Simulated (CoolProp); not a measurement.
A single-stage vapour-compression cycle with the fluid: evaporating at 291.15 K (dew point), condensing at 346.15 K (bubble point), superheat 0 K, subcooling 5 K, compressor efficiency 0.8, no pressure losses. The same conditions are run with several fluids, on thermodynamics alone (safety and materials aside).

The numbers come from the reference Helmholtz-energy equation of state of each fluid (R21: Platzer 1990; chloromethane (R40): Thol 2014; R1233zd(E): Akasaka 2022; R124: de Vries 1995; the fluoroketone C6F12O (FK-5-1-12): McLinden 2015; R114: Platzer 1990) in CoolProp. The equations of Platzer and Polt are older, rougher fits.

**Question.** Rank R21, chloromethane (R40), R1233zd(E), R124, the fluoroketone C6F12O (FK-5-1-12), R114 by cooling COP, highest first.

**Answer.** R21 (3.61), chloromethane (R40) (3.47), R1233zd(E) (3.41), R114 (3.14), R124 (3.09), the fluoroketone C6F12O (FK-5-1-12) (2.52)

```
fluid                                pressure ratio  discharge temperature (K)  refrigerating effect (kJ/kg)  volumetric capacity (kJ/m³)
-----------------------------------  --------------  -------------------------  ----------------------------  ---------------------------
R21                                            5.09                      380.4                           180                         1140
chloromethane (R40)                            4.06                      401.8                           298                         3220
R1233zd(E)                                     5.48                      348.4                           133                          753
R124                                           4.41                      348.0                          91.2                         1740
the fluoroketone C6F12O (FK-5-1-12)            7.28                      346.1                          40.8                          163
R114                                           4.66                      346.1                          79.4                         1010
```

The compression ends wet for: the fluoroketone C6F12O (FK-5-1-12); R114.
